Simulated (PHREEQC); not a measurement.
0.26 g of hydrous ferric oxide (600 m²/g; 0.2 weak and 0.005 strong sites per Fe, Dzombak-Morel constants, diffuse double layer) in 1 kg of water with 0.001 mol/kgw of an inert sodium salt and 0.00027 mol/kgw CuCl2, at 25 °C; the pH is set by adding NaOH or the inert anion's acid. Oxygen alone is held at its pressure in air (log pO2 = -0.68). CO2 from the air is kept out. Nothing may precipitate in this run.

The series has 13 steps of pH, from 4 to 12.

Model: ion-association model, wateq4f.dat, run in PHREEQC.

Question: Near which pH is half of the Cu sorbed, and on which side is more sorbed?

Answer: Near pH 5.6, with more sorbed at higher pH.

Question: At which pH does the surface charge pass through zero?

Answer: Near pH 9.3.

Along this series the solution becomes supersaturated in solids that the run did not let form, among them Cu(OH)2. The database's constant for dissolved Cu(OH)2 is higher than later reviews accept.
